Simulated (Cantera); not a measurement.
An isothermal, constant-pressure homogeneous reactor starts with N2O : O2 = 1 : 0.063 (molar parts), at 1375 K and 0.0819 atm. Integrator tolerance rtol = 1e-08.

Computed with Cantera and GRI-Mech 3.0 (53 species, 325 reactions). GRI-Mech 3.0 was tuned for natural gas; its chemistry of N2O as a main component is partial and can be far from experiment. The mechanism lacks the step 2 NO + O2 → 2 NO2, which can matter for NO2 below about 1400 K. The temperature is held fixed by assumption; the heat of reaction is taken as removed at once.

**Question.** What does this change do: pressure from 0.0819 atm to 0.0132 atm?

**Answer.** 
```json
[
 {"quantity": "x(N2O) at 7.00 s", "before": "0.00358 (gas-phase equilibrium 1.24e-8)", "after": "0.258 (gas-phase equilibrium 4.96e-9)"},
 {"quantity": "x(O2) at 7.00 s", "before": "0.303 (gas-phase equilibrium 0.360)", "after": "0.235 (gas-phase equilibrium 0.360)"},
 {"quantity": "x(O) at 7.00 s", "before": "3.55e-6 (gas-phase equilibrium 1.33e-6)", "after": "1.91e-5 (gas-phase equilibrium 3.33e-6)"},
 {"quantity": "x(NO) at 7.00 s", "before": "0.112 (gas-phase equilibrium 0.000744)", "after": "0.0856 (gas-phase equilibrium 0.000744)"},
 {"quantity": "x(NO2) at 7.00 s", "before": "0.000168 (gas-phase equilibrium 2.27e-6)", "after": "2.07e-5 (gas-phase equilibrium 9.11e-7)"},
 {"quantity": "x(N2) at 7.00 s", "before": "0.581 (gas-phase equilibrium 0.639)", "after": "0.422 (gas-phase equilibrium 0.639)"}
]
```
Radical loss at walls, strong at low pressure, is not modelled.

**Question.** What does this change do: pressure from 0.0819 atm to 1.48 atm?

**Answer.** 
```tsv
quantity	before	after
x(N2O) at 7.00 s	0.00358 (gas-phase equilibrium 1.24e-8)	2.21e-6 (gas-phase equilibrium 5.27e-8)
x(O2) at 7.00 s	0.303 (gas-phase equilibrium 0.360)	0.317 (gas-phase equilibrium 0.360)
x(O) at 7.00 s	3.55e-6 (gas-phase equilibrium 1.33e-6)	2.95e-7 (gas-phase equilibrium 3.14e-7)
x(NO) at 7.00 s	0.112 (gas-phase equilibrium 0.000744)	0.0844 (gas-phase equilibrium 0.000744)
x(NO2) at 7.00 s	0.000168 (gas-phase equilibrium 2.27e-6)	0.00103 (gas-phase equilibrium 9.66e-6)
x(N2) at 7.00 s	0.581 (gas-phase equilibrium 0.639)	0.597 (gas-phase equilibrium 0.639)
```
